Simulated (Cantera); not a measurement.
A freely propagating, adiabatic, planar premixed flame of CH₄ : O₂ : N₂ : H₂O = 1 : 1.54 : 5.78 : 1.1 (molar parts), unburnt at 425 K and 17000 Pa; mixture-averaged transport, grid criteria slope 0.08 and curve 0.16, no radiation.

Cantera simulation using GRI-Mech 3.0 (53 species, 325 reactions); the numbers are that mechanism's predictions, not measurements. Burning velocities carry a grid error of a few per cent, more on coarse grids.

Q: Predict: laminar burning velocity; thermal thickness; peak x(CH₂CO); peak x(C₂H).

A: 
```json
{
 "laminar_burning_velocity": "52.7 cm/s",
 "thermal_thickness": "2.67 mm",
 "peak x(CH₂CO)": "0.000144",
 "peak x(C₂H)": "4.45e-7"
}
```
